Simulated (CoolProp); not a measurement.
Vapour-liquid equilibrium of C2F6 (R116) (1) + R143a (2) at -89.65 °C; x and y are mole fractions of (1).

Values from CoolProp's multi-fluid Helmholtz-energy mixture model, Lemmon 2006 and Lemmon and Jacobsen 2000; pair parameters Bell 2016.

```tsv
x	bubble pressure, mixture model (bar)	bubble pressure, Raoult's law (bar)	y, mixture model	y, Raoult's law
0.05	0.1755	0.1002	0.573	0.259
0.15	0.3112	0.1444	0.776	0.540
0.25	0.3898	0.1886	0.833	0.689
0.35	0.4329	0.2328	___	0.782
0.45	___	0.2770	___	0.845
0.55	0.4688	0.3212	___	0.891
0.65	0.4788	0.3654	___	0.925
0.75	0.4898	0.4096	0.897	0.952
0.85	0.5030	0.4538	0.918	0.974
0.95	0.5161	0.4980	0.962	0.992
```

Task: Fill in the missing entries.

Result: 
- 0.35, y, mixture model: 0.857
- 0.45, bubble pressure, mixture model (bar): 0.4557
- 0.45, y, mixture model: 0.869
- 0.55, y, mixture model: 0.878
- 0.65, y, mixture model: 0.885

The largest gap from Raoult's law is +115.5 % in bubble pressure, at x = 0.15. No azeotrope shows between x = 0.05 and 0.95.

Pair parameters are fitted to limited data, so mixtures are less certain than the pure fluids. With so large a gap from Raoult's law the liquid may split in two, which this calculation doesn't test in full.
